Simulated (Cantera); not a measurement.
Source: NASA polynomial tables (part measured, part estimated), evaluated in Cantera. Values are per mole of reaction as written; species without (g) are pure solids or liquids, kept so even where they would boil at 1 bar.

Question: Between 925 and 1300 K, where is each reaction favourable under standard conditions?
- 1.143 Ti + O2(g) → 0.2857 Ti4O7
- 2 B + O2(g) → B2O2(g)
- V + O2(g) → VO2(g)

Answer: 
- 1.143 Ti + O2(g) → 0.2857 Ti4O7: ΔG° is -807 kJ at 925 K and -742 kJ at 1300 K; it stays negative (K > 1). ΔH° is -966 kJ and ΔS° -172 J/K at 1300 K.
- 2 B + O2(g) → B2O2(g): ΔG° is -480 kJ at 925 K and -488 kJ at 1300 K; it stays negative (K > 1). ΔH° is -461 kJ and ΔS° 21 J/K at 1300 K.
- V + O2(g) → VO2(g): ΔG° is -258 kJ at 925 K and -265 kJ at 1300 K; it stays negative (K > 1). ΔH° is -242 kJ and ΔS° 18 J/K at 1300 K.
